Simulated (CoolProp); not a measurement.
A single-stage vapour-compression cycle with C2F6 (R116): evaporating at 241.15 K (dew point), condensing at 284.15 K (bubble point), superheat 0 K, subcooling 5 K, compressor efficiency 0.85, no pressure losses. Each further row changes one setting.

Model: reference Helmholtz-energy equation of state, Lemmon 2006, in CoolProp. It is a short technical equation, of lower accuracy than the large ones.

```json
[
 {"case": "as stated", "cooling COP": "2.85", "pressure ratio": "3.43", "discharge temperature (K)": "288.5", "refrigerating effect (kJ/kg)": "46.0", "volumetric capacity (kJ/m³)": "2750"},
 {"case": "evaporating temperature 246.15 K", "cooling COP": "3.46", "pressure ratio": "2.91", "discharge temperature (K)": "288.3", "refrigerating effect (kJ/kg)": "48.0", "volumetric capacity (kJ/m³)": "[?]"},
 {"case": "condensing temperature 279.15 K", "cooling COP": "3.60", "pressure ratio": "3.02", "discharge temperature (K)": "282.6", "refrigerating effect (kJ/kg)": "52.8", "volumetric capacity (kJ/m³)": "[?]"},
 {"case": "subcooling 10 K", "cooling COP": "[?]", "pressure ratio": "3.43", "discharge temperature (K)": "288.5", "refrigerating effect (kJ/kg)": "53.2", "volumetric capacity (kJ/m³)": "[?]"},
 {"case": "superheat 10 K", "cooling COP": "3.02", "pressure ratio": "3.43", "discharge temperature (K)": "[?]", "refrigerating effect (kJ/kg)": "53.9", "volumetric capacity (kJ/m³)": "[?]"},
 {"case": "compressor efficiency 0.75", "cooling COP": "2.51", "pressure ratio": "3.43", "discharge temperature (K)": "290.0", "refrigerating effect (kJ/kg)": "46.0", "volumetric capacity (kJ/m³)": "2750"}
]
```

Task: Fill in the missing entries.

Result: 
- evaporating temperature 246.15 K, volumetric capacity (kJ/m³): 3410
- condensing temperature 279.15 K, volumetric capacity (kJ/m³): 3160
- subcooling 10 K, cooling COP: 3.30
- subcooling 10 K, volumetric capacity (kJ/m³): 3180
- superheat 10 K, discharge temperature (K): 296.0
- superheat 10 K, volumetric capacity (kJ/m³): 2990
